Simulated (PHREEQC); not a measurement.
# Buffer: speciation

Make-up at 11 °C: 0.24 mol NH4Cl, 0.0068 mol NH3 and 0.0015 mol KCl per kg of water. Closed to the air; pH follows from the charge balance.

Computed with PHREEQC (ion-association model, wateq4f.dat).

Each row changes one thing in this solution. No solid was allowed to form.

```csv
case,pH,ionic strength (mol/kgw),NH3 (mol/kgw)
as made,8.28,0.241,0.00680
NH3 replaced by NH4Br at the same molality,5.27,0.248,6.83e-6
NH3 replaced by NH4HF2 at the same molality,3.05,0.249,4.18e-8
diluted 10-fold with water,8.21,0.0242,0.000679
NH4Cl left out,11.00,0.00184,0.00647
NH3 replaced by NH4HSO4 at the same molality,2.30,0.255,7.28e-9
temperature from 11 to 60 °C,6.88,0.241,0.00680
NH3 left out,5.27,0.241,6.73e-6
```

Away from 25 °C the constants follow the database's enthalpies or fits; those with neither stay at their 25 °C values.
